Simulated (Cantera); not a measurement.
## Oxide etching and cleaning by halides: MgO + F₂ + H₂

Feed: 1 mol MgO, 15 mol F₂, 13 mol H₂, equilibrated at 1.33 mbar.

These are equilibrium values from Cantera (NASA tables, ideal gas, pure condensed phases), not measurements of a reactor. Candidate condensed phases: H₂O, Mg, MgF₂, MgO, Mg(OH)₂; 31 gas species. Rates play no part.

```json
[
 {"T (K)": "923", "x HF": "0.915", "x F": "0.0644", "x MgF₂": "2.32e-10", "x O₂": "0.0176", "x F₂": "0.00299", "x O": "4.53e-11", "x Mg₂F₄": "<1e-12", "x OH": "<1e-12", "n MgF₂(s)": "1.00"},
 {"T (K)": "998", "x HF": "0.913", "x F": "0.0689", "x MgF₂": "9.98e-9", "x O₂": "0.0176", "x F₂": "0.000683", "x O": "5.37e-10", "x Mg₂F₄": "<1e-12", "x OH": "<1e-12", "n MgF₂(s)": "1.00"},
 {"T (K)": "1073", "x HF": "0.912", "x F": "0.0698", "x MgF₂": "2.50e-7", "x O₂": "0.0175", "x F₂": "0.000175", "x O": "4.51e-9", "x Mg₂F₄": "1.11e-12", "x OH": "<1e-12", "n MgF₂(s)": "1.000"},
 {"T (K)": "1148", "x HF": "0.912", "x F": "0.0701", "x MgF₂": "4.05e-6", "x O₂": "0.0175", "x F₂": "5.25e-5", "x O": "2.88e-8", "x Mg₂F₄": "4.63e-11", "x OH": "<1e-12", "n MgF₂(s)": "1.000"},
 {"T (K)": "1223", "x HF": "0.912", "x F": "0.0701", "x MgF₂": "4.61e-5", "x O₂": "0.0175", "x F₂": "1.81e-5", "x O": "1.47e-7", "x Mg₂F₄": "1.20e-9", "x OH": "4.49e-12", "n MgF₂(s)": "0.999"},
 {"T (K)": "1298", "x HF": "0.912", "x F": "0.0701", "x MgF₂": "0.000393", "x O₂": "0.0175", "x F₂": "7.06e-6", "x O": "6.19e-7", "x Mg₂F₄": "2.10e-8", "x OH": "4.27e-11", "n MgF₂(s)": "0.989"},
 {"T (K)": "1373", "x HF": "0.910", "x F": "0.0700", "x MgF₂": "0.00262", "x O₂": "0.0175", "x F₂": "3.03e-6", "x O": "2.23e-6", "x Mg₂F₄": "2.66e-7", "x OH": "3.18e-10", "n MgF₂(s)": "0.925"},
 {"T (K)": "1448", "x HF": "0.899", "x F": "0.0692", "x MgF₂": "0.0142", "x O₂": "0.0173", "x F₂": "1.39e-6", "x O": "7.03e-6", "x Mg₂F₄": "2.56e-6", "x OH": "1.92e-9", "n MgF₂(s)": "0.589"},
 {"T (K)": "1523", "x HF": "0.881", "x F": "0.0678", "x MgF₂": "0.0339", "x O₂": "0.0169", "x F₂": "6.73e-7", "x O": "1.97e-5", "x Mg₂F₄": "5.31e-6", "x OH": "9.63e-9", "n MgF₂(s)": "0"},
 {"T (K)": "1598", "x HF": "0.881", "x F": "0.0678", "x MgF₂": "0.0339", "x O₂": "0.0169", "x F₂": "3.62e-7", "x O": "5.05e-5", "x Mg₂F₄": "2.15e-6", "x OH": "4.21e-8", "n MgF₂(s)": "0"},
 {"T (K)": "1673", "x HF": "0.881", "x F": "0.0678", "x MgF₂": "0.0339", "x O₂": "0.0169", "x F₂": "2.06e-7", "x O": "0.000119", "x Mg₂F₄": "9.44e-7", "x OH": "1.61e-7", "n MgF₂(s)": "0"}
]
```
x: gas mole fraction; n: condensed amount in mol.

From 923 K to 1448 K the condensed part is MgF₂(s). From 1523 K to 1673 K nothing is condensed.
